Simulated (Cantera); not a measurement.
Source: NASA polynomial tables (part measured, part estimated), evaluated in Cantera. Values are per mole of reaction as written; species without (g) are pure solids or liquids, kept so even where they would boil at 1 bar.

MgO + 2 F(g) = O(g) + MgF2, with ΔH° = -432.6 kJ and ΔS° = -126.1 J/K at 300 K.

How far is the shortcut ΔG° ≈ ΔH°(300 K) − T·ΔS°(300 K) from the full temperature-dependent value at 350, 425, 500, 575, 650, 725, 800 K?


| T (K) | shortcut (kJ) | full (kJ) | difference (kJ) | difference in log10 K |
|---|---|---|---|---|
| 350 | -388.5 | -388.5 | 0.0 | 0.00 |
| 425 | -379.0 | -379.0 | 0.0 | 0.00 |
| 500 | -369.6 | -369.7 | 0.1 | -0.01 |
| 575 | -360.1 | -360.3 | 0.2 | -0.02 |
| 650 | -350.6 | -351.0 | 0.4 | -0.03 |
| 725 | -341.2 | -341.8 | 0.6 | -0.04 |
| 800 | -331.7 | -332.6 | 0.8 | -0.06 |
The shortcut ignores the heat-capacity change of the reaction.
